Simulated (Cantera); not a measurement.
A freely propagating, adiabatic, planar premixed flame of CH4 : C2H6 : O2 : N2 = 1 : 0.29 : 2.51 : 9.55 (molar parts), equivalence ratio 1.2, unburnt at 575 K and 750 Torr; mixture-averaged transport, grid criteria slope 0.08 and curve 0.16, no radiation.

Detailed kinetics in Cantera: GRI-Mech 3.0 (53 species, 325 reactions). Burning velocities carry a grid error of a few per cent, more on coarse grids.

### Question
Predict: laminar burning velocity; thermal thickness; peak x(C2H2); peak x(HCO); peak x(O).

### Answer
- laminar burning velocity: 114 cm/s
- thermal thickness: 0.329 mm
- peak x(C2H2): 0.00109
- peak x(HCO): 7.22e-5
- peak x(O): 0.00241
